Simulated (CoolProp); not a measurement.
Vapour-liquid equilibrium of propane (1) + R134a (2) at 2.19 bar; x and y are mole fractions of (1).

Values from CoolProp's multi-fluid Helmholtz-energy mixture model, Lemmon 2009 and Tillner-Roth 1994; pair parameters Bell 2016.

```json
[
 {"x": "0.05", "bubble temperature, mixture model (°C)": "-16.0", "bubble temperature, Raoult's law (°C)": "-8.6", "y, mixture model": "0.300", "y, Raoult's law": "0.082"},
 {"x": "0.125", "bubble temperature, mixture model (°C)": "-22.9", "bubble temperature, Raoult's law (°C)": "-10.0", "y, mixture model": "0.502", "y, Raoult's law": "0.197"},
 {"x": "0.2", "bubble temperature, mixture model (°C)": "-26.1", "bubble temperature, Raoult's law (°C)": "-11.2", "y, mixture model": "0.585", "y, Raoult's law": "0.303"},
 {"x": "0.275", "bubble temperature, mixture model (°C)": "-27.6", "bubble temperature, Raoult's law (°C)": "-12.5", "y, mixture model": "0.622", "y, Raoult's law": "0.399"},
 {"x": "0.35", "bubble temperature, mixture model (°C)": "-28.2", "bubble temperature, Raoult's law (°C)": "-13.7", "y, mixture model": "0.640", "y, Raoult's law": "0.487"},
 {"x": "0.425", "bubble temperature, mixture model (°C)": "-28.4", "bubble temperature, Raoult's law (°C)": "-14.9", "y, mixture model": "0.648", "y, Raoult's law": "0.568"},
 {"x": "0.5", "bubble temperature, mixture model (°C)": "-28.6", "bubble temperature, Raoult's law (°C)": "-16.1", "y, mixture model": "0.654", "y, Raoult's law": "0.642"},
 {"x": "0.575", "bubble temperature, mixture model (°C)": "-28.6", "bubble temperature, Raoult's law (°C)": "-17.2", "y, mixture model": "0.659", "y, Raoult's law": "0.710"},
 {"x": "0.65", "bubble temperature, mixture model (°C)": "-28.7", "bubble temperature, Raoult's law (°C)": "-18.3", "y, mixture model": "0.668", "y, Raoult's law": "0.772"},
 {"x": "0.725", "bubble temperature, mixture model (°C)": "-28.7", "bubble temperature, Raoult's law (°C)": "-19.3", "y, mixture model": "0.684", "y, Raoult's law": "0.829"},
 {"x": "0.8", "bubble temperature, mixture model (°C)": "-28.4", "bubble temperature, Raoult's law (°C)": "-20.4", "y, mixture model": "0.713", "y, Raoult's law": "0.881"},
 {"x": "0.875", "bubble temperature, mixture model (°C)": "-27.6", "bubble temperature, Raoult's law (°C)": "-21.4", "y, mixture model": "0.767", "y, Raoult's law": "0.929"},
 {"x": "0.95", "bubble temperature, mixture model (°C)": "-25.6", "bubble temperature, Raoult's law (°C)": "-22.4", "y, mixture model": "0.872", "y, Raoult's law": "0.973"}
]
```

The largest gap from Raoult's law is -15.1 K in bubble temperature, at x = 0.275. y crosses x between x = 0.65 and 0.725: the model has an azeotrope there.

The pair parameters rest on a limited set of measurements; away from them the model extrapolates. With so large a gap from Raoult's law the liquid may split in two, which this calculation doesn't test in full.
